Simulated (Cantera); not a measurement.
A diamond (100) surface in a fixed gas of H2 with x(CH4) = 0.0052, x(H) = 0.0029, x(CH3) = 0.0002, at 1123 K; coverages are run to steady state.

Computed with Cantera and the Harris–Goodwin 1993 mechanism for the reconstructed diamond (100) surface.

θ: site fractions in the mechanism's names (c6HH fully hydrogenated, c6H* and c6*H radical sites, c6** diradical, c6HM methylated).

```json
[
 {"P (Pa)": "390", "growth (µm/h)": "[?]", "θ c6HH": "0.496", "θ c6H*": "0.0300", "θ c6*H": "0.451", "θ c6**": "0.0194", "θ c6HM": "0.00159"},
 {"P (Pa)": "750", "growth (µm/h)": "[?]", "θ c6HH": "0.496", "θ c6H*": "0.0299", "θ c6*H": "0.450", "θ c6**": "0.0193", "θ c6HM": "0.00286"},
 {"P (Pa)": "1500", "growth (µm/h)": "[?]", "θ c6HH": "0.494", "θ c6H*": "0.0298", "θ c6*H": "0.449", "θ c6**": "0.0193", "θ c6HM": "0.00507"},
 {"P (Pa)": "2800", "growth (µm/h)": "[?]", "θ c6HH": "0.492", "θ c6H*": "0.0297", "θ c6*H": "0.447", "θ c6**": "0.0192", "θ c6HM": "0.00788"},
 {"P (Pa)": "5500", "growth (µm/h)": "[?]", "θ c6HH": "0.489", "θ c6H*": "0.0296", "θ c6*H": "0.444", "θ c6**": "0.0191", "θ c6HM": "0.0115"},
 {"P (Pa)": "11000", "growth (µm/h)": "[?]", "θ c6HH": "0.487", "θ c6H*": "0.0294", "θ c6*H": "0.441", "θ c6**": "0.0190", "θ c6HM": "0.0151"},
 {"P (Pa)": "21000", "growth (µm/h)": "[?]", "θ c6HH": "0.485", "θ c6H*": "0.0294", "θ c6*H": "0.439", "θ c6**": "0.0189", "θ c6HM": "0.0177"},
 {"P (Pa)": "40000", "growth (µm/h)": "[?]", "θ c6HH": "0.483", "θ c6H*": "0.0294", "θ c6*H": "0.438", "θ c6**": "0.0189", "θ c6HM": "0.0195"}
]
```

Question: Some entries are withheld; supply them.

Answer: 
- 390, growth (µm/h): 0.0731
- 750, growth (µm/h): 0.208
- 1500, growth (µm/h): 0.646
- 2800, growth (µm/h): 1.76
- 5500, growth (µm/h): 4.84
- 11000, growth (µm/h): 12.4
- 21000, growth (µm/h): 27.6
- 40000, growth (µm/h): 57.5
